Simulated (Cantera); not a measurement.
An isothermal, constant-pressure homogeneous reactor starts with 23.8 % NO, 76.2 % N₂, at 1623 K and 0.330 bar.

Computed with Cantera and GRI-Mech 3.0 (53 species, 325 reactions).

x: mole fraction; the columns are a selection and need not sum to one.

| t (s) | x NO | x N₂ | x NO₂ | x O | x O₂ | x N₂O |
|---|---|---|---|---|---|---|
| 2.00e-5 | 0.238 | 0.762 | 6.51e-10 | 1.43e-8 | 1.84e-12 | 1.49e-8 |
| 7.02e-5 | 0.238 | 0.762 | (withheld) | 4.50e-8 | 2.11e-11 | 5.23e-8 |
| 0.000247 | 0.238 | 0.762 | (withheld) | 1.12e-7 | 2.12e-10 | 1.83e-7 |
| 0.000866 | 0.238 | 0.762 | (withheld) | 1.76e-7 | 1.70e-9 | 6.35e-7 |
| 0.00304 | 0.238 | 0.762 | (withheld) | 2.39e-7 | 1.37e-8 | 2.15e-6 |
| 0.0107 | 0.238 | 0.762 | (withheld) | 4.56e-7 | 2.02e-7 | 6.60e-6 |
| 0.0375 | 0.238 | 0.762 | (withheld) | 1.09e-6 | 5.16e-6 | 1.53e-5 |
| 0.132 | 0.238 | 0.762 | 4.69e-5 | 1.55e-6 | 6.55e-5 | 2.03e-5 |
| 0.462 | 0.237 | 0.762 | 5.02e-5 | 1.65e-6 | 0.000315 | 2.03e-5 |
| 1.62 | 0.236 | 0.763 | (withheld) | 1.93e-6 | 0.00119 | 2.00e-5 |
| 5.70 | 0.230 | 0.766 | (withheld) | 2.66e-6 | 0.00418 | 1.89e-5 |
| 20.0 | 0.210 | 0.776 | (withheld) | 4.21e-6 | 0.0138 | 1.58e-5 |

Problem. Complete the blanks.

Solution. 
- 7.02e-5, x NO₂: 7.44e-9
- 0.000247, x NO₂: 7.22e-8
- 0.000866, x NO₂: 4.79e-7
- 0.00304, x NO₂: 2.13e-6
- 0.0107, x NO₂: 8.54e-6
- 0.0375, x NO₂: 2.98e-5
- 1.62, x NO₂: 5.92e-5
- 5.70, x NO₂: 8.18e-5
- 20.0, x NO₂: 0.000122
